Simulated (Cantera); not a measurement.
Charge: 1 mol Fe2O3, a varied amount of C, 0.1 mol CO, held at 2575 K and 1.40 mbar.

Cantera equilibrium calculation (NASA polynomials, part measured and part estimated; ideal gas, pure solids and liquids). Candidate condensed phases: C, Fe, Fe(CO)5, FeO, Fe2O3, Fe3O4; 15 gas species. Kinetics and transport are ignored.

Q: At 3.3 mol C, list the 5 most abundant gas species with their mole fractions, and the condensed phases.

A: CO 0.607, Fe 0.392, C3 0.00110, C 0.000323, C2 0.000103. Condensed: C(graphite).
